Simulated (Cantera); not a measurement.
**Si + HCl + H₂ (chlorosilane synthesis and conversion)**

Input: 1 mol Si, a varied amount of HCl, 0.2 mol H₂, held at 600 K and 2200000 Pa.

These are equilibrium values from Cantera (NASA tables, ideal gas, pure condensed phases), not measurements of a reactor. Candidate condensed phases: Si; 19 gas species. Rates play no part.

From 0.53 mol HCl to 3.3 mol HCl the condensed part is Si(s). From 3.7 mol HCl to 5.3 mol HCl nothing is condensed. The main Si-bearing gas is SiHCl₃ at 0.53 mol HCl and SiCl₄ at 5.3 mol HCl.

```tsv
n(HCl) (mol)	x H₂	x SiCl₄	x HCl	x SiHCl₃	x SiH₂Cl₂	x SiH₃Cl	x SiH₄	x SiCl₃	n Si(s)
0.53	0.728	0.117	1.62e-5	0.145	0.00901	0.000109	6.75e-7	1.15e-7	0.844
0.92	0.684	0.143	1.65e-5	0.163	0.00934	0.000104	5.95e-7	1.34e-7	0.731
1.3	0.662	0.156	1.66e-5	0.172	0.00945	0.000102	5.58e-7	1.43e-7	0.621
1.7	0.649	0.165	1.66e-5	0.177	0.00951	9.98e-5	5.35e-7	1.49e-7	0.506
2.1	0.640	0.171	1.67e-5	0.180	0.00954	9.85e-5	5.20e-7	1.52e-7	0.391
2.5	0.633	0.175	1.67e-5	0.182	0.00955	9.76e-5	5.10e-7	1.55e-7	0.275
2.9	0.628	0.178	1.67e-5	0.184	0.00956	9.69e-5	5.02e-7	1.57e-7	0.160
3.3	0.625	0.180	1.67e-5	0.186	0.00957	9.64e-5	4.96e-7	1.59e-7	0.0446
3.7	0.655	0.243	4.41e-5	0.0994	0.00203	8.13e-6	1.66e-8	8.31e-8	0
4.1	0.666	0.303	0.0305	0.000182	5.48e-9	<1e-12	<1e-12	1.51e-10	0
4.5	0.595	0.270	0.135	3.27e-5	1.98e-10	<1e-12	<1e-12	2.87e-11	0
4.9	0.537	0.244	0.220	1.64e-5	5.52e-11	<1e-12	<1e-12	1.51e-11	0
5.3	0.489	0.222	0.289	1.03e-5	2.41e-11	<1e-12	<1e-12	1.00e-11	0
```
x: gas mole fraction; n: condensed amount in mol.
